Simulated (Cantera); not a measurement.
A closed system holds: 1 mol MgCO3, 1.5 mol SO3, 0.19 mol CO2, at 660 Torr.

These are equilibrium values from Cantera (NASA tables, ideal gas, pure condensed phases), not measurements of a reactor. Candidate condensed phases: C, Mg, MgCO3, MgO, MgS, MgSO4, S; 26 gas species. Mutual solubility and eutectic melting of coexisting phases are not modelled. Kinetics and transport are ignored.

x: gas mole fraction; n: condensed amount in mol.

```tsv
T (°C)	x CO2	x SO2	x O2	x SO3	x CO	n MgSO4(s)	n MgO(s)
802	0.629	0.213	0.106	0.0518	___	1.00	0
852	0.624	0.227	0.114	0.0353	___	1.00	0
902	0.621	0.237	0.118	0.0241	___	1.00	0
952	0.619	0.243	0.122	0.0168	___	1.00	0
1002	0.617	0.247	0.124	0.0119	___	1.00	0
1052	0.356	0.417	0.209	0.0184	___	0.0446	0.955
1102	0.348	0.425	0.213	0.0138	___	0	1.00
1152	0.348	0.428	0.214	0.0104	___	0	1.00
1202	0.347	0.430	0.215	0.00795	___	0	1.00
1252	0.347	0.431	0.216	0.00619	___	0	1.00
1302	0.347	0.432	0.216	0.00489	___	0	1.00
1352	0.347	0.433	0.216	0.00393	___	0	1.00
```

### Question
Fill in the missing entries.

### Answer

- 802, x CO: 1.34e-9
- 852, x CO: 5.24e-9
- 902, x CO: 1.84e-8
- 952, x CO: 5.87e-8
- 1002, x CO: 1.72e-7
- 1052, x CO: 2.08e-7
- 1102, x CO: 5.09e-7
- 1152, x CO: 1.20e-6
- 1202, x CO: 2.67e-6
- 1252, x CO: 5.64e-6
- 1302, x CO: 1.13e-5
- 1352, x CO: 2.19e-5
